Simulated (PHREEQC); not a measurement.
Solution (81 °C and 500 atm): 0.015 mol NH3, 7e-06 mol H4SiO4 and 0.0028 mol (CH3)4NCl per kg of water. It is in equilibrium with CO2 at log p = -3.4 (atm). Otherwise closed; pH follows from the charge balance.

The numbers come from PHREEQC with the ion-association model, phreeqc.dat.

| quantity | before | after |
|---|---|---|
| pH | 8.77 | 7.60 |
| ionic strength (mol/kgw) | 0.00467 | 0.000125 |
| HCO3- (mol/kgw) | 0.00125 | 7.96e-5 |
| CO3-2 (mol/kgw) | 0.000118 | 4.20e-7 |

Q: Which change was made?
A) H4SiO4 from 7e-06 to 1.4e-06 mol/kgw
B) H4SiO4 left out
C) NH3 left out
D) diluted 100-fold with water
E) diluted 2-fold with water

A: D, diluted 100-fold with water

No solid was allowed to form. Under pressure, the constants of complexes without a molar volume in the database are unreliable. (CH3)4N+ isn't in the database: it is added as a free cation with an ion size of 4 Å. Away from 25 °C the constants follow the database's enthalpies or fits; those with neither stay at their 25 °C values.
